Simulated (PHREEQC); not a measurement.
Dissolve 3.4 mmol/kgw Cu(NO3)2, 6.3 mmol/kgw H2SO4 and 11 mmol/kgw KCl at 25 °C. Closed to the air; pH follows from the charge balance.

Model: ion-association model, phreeqc.dat, run in PHREEQC.

Precipitation was switched off in this run.

Order these S species by the share of S that they hold, largest first: SO4-2, HSO4-, KSO4-, CuSO4.

SO4-2 (57 %), HSO4- (31 %), CuSO4 (8.9 %), KSO4- (2.2 %)

The pH is 2.04 and the ionic strength 0.0335 mol/kgw.
